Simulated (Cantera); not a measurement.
Input: 1 mol Al, 0.37 mol NH3, 160 mol H2, at 973 K and 0.750 Torr.

Equilibrium computed with Cantera from the NASA thermochemical tables; the gas is ideal and each condensed phase is pure. Candidate condensed phases: Al, AlN; 13 gas species. The numbers say what is thermodynamically allowed, not how fast it happens.

Base state: H2 1.00 (mole fractions); condensed: Al(l) + AlN(s).

Problem. What changes in the equilibrium state with this change: temperature from 973 K to 2050 K?

Solution. 
```csv
species,before,after
H2,1.00,0.924
H,3.42e-8,0.0690
Al,1.78e-8,0.00592
N2,<1e-9,0.00110
AlH,1.60e-8,4.52e-5
"Al(l), mol",0.630,0
"AlN(s), mol",0.370,0
```
